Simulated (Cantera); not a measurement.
Cantera run, input and output.

```python
import numpy as np
import cantera as ct

gas = ct.Solution("h2o2.yaml")
gas.TPX = 975, 100000, {'H2': 1, 'O2': 0.877, 'N2': 3.3}
reactor = ct.IdealGasConstPressureReactor(gas, energy="on", clone=False)
net = ct.ReactorNet([reactor])
net.rtol, net.atol = 1e-08, 1e-16
show = ['H2', 'O2', 'H2O', 'OH', 'H2O2']
times = np.geomspace(1e-06, 8, 15)

steps = ct.SolutionArray(gas, extra=["t"])
rows = []
print(f"{'t/s':>10s}{'T/K':>9s}{'P/Pa':>11s}" + "".join(f"{s:>11s}" for s in show))
for t in times:
    while net.time < t:
        t_next = net.step()
        steps.append(gas.state, t=t_next)
    rows.append([np.interp(t, steps.t, y) for y in (steps.T, steps.P, *steps(*show).X.T)])
    print(f"{t:10.3e}{rows[-1][0]:9.1f}{rows[-1][1]:11.4g}" + "".join(f"{x:11.3e}" for x in rows[-1][2:]))
rate = np.gradient(steps.T, steps.t)
print("integrator steps:", len(steps.t))
if steps.T.max() > steps.T[0] + 200:
    print(f"time of steepest temperature rise: {steps.t[rate.argmax()]:.4e} s")
gas.TPX = 975, 100000, {'H2': 1, 'O2': 0.877, 'N2': 3.3}
gas.equilibrate("HP")
print(f"equilibrium (HP): T = {gas.T:.1f} K  " + "  ".join(f"{s} {gas[s].X[0]:.3e}" for s in show))
```

Result:

```
       t/s      T/K       P/Pa         H2         O2        H2O         OH       H2O2
 1.000e-06    975.0      1e+05  1.932e-01  1.694e-01  2.762e-13  2.482e-13  6.705e-16
 3.112e-06    975.0      1e+05  1.932e-01  1.694e-01  4.438e-12  1.163e-12  7.019e-15
 9.686e-06    975.0      1e+05  1.932e-01  1.694e-01  5.796e-11  4.623e-12  8.293e-14
 3.015e-05    975.0      1e+05  1.932e-01  1.694e-01  7.158e-10  1.878e-11  1.283e-12
 9.382e-05    975.0      1e+05  1.932e-01  1.694e-01  1.169e-08  1.222e-10  3.480e-11
 2.920e-04    975.0      1e+05  1.932e-01  1.694e-01  9.582e-07  6.625e-09  4.634e-09
 9.088e-04   2285.4      1e+05  2.568e-03  7.786e-02  2.044e-01  1.045e-02  2.340e-07
 2.828e-03   2308.5      1e+05  1.620e-03  7.833e-02  2.069e-01  8.522e-03  2.616e-07
 8.803e-03   2308.5      1e+05  1.620e-03  7.833e-02  2.069e-01  8.522e-03  2.616e-07
 2.740e-02   2308.5      1e+05  1.620e-03  7.833e-02  2.069e-01  8.522e-03  2.616e-07
 8.527e-02   2308.5      1e+05  1.620e-03  7.833e-02  2.069e-01  8.522e-03  2.616e-07
 2.654e-01   2308.5      1e+05  1.620e-03  7.833e-02  2.069e-01  8.522e-03  2.616e-07
 8.259e-01   2308.5      1e+05  1.620e-03  7.833e-02  2.069e-01  8.522e-03  2.616e-07
 2.570e+00   2308.5      1e+05  1.620e-03  7.833e-02  2.069e-01  8.522e-03  2.616e-07
 8.000e+00   2308.5      1e+05  1.620e-03  7.833e-02  2.069e-01  8.522e-03  2.616e-07
integrator steps: 1295
time of steepest temperature rise: 6.1819e-04 s
equilibrium (HP): T = 2308.5 K  H2 1.620e-03  O2 7.833e-02  H2O 2.069e-01  OH 8.522e-03  H2O2 2.616e-07
```

Detailed kinetics in Cantera: the H2/O2 subset of GRI-Mech 3.0, which has no nitrogen chemistry.
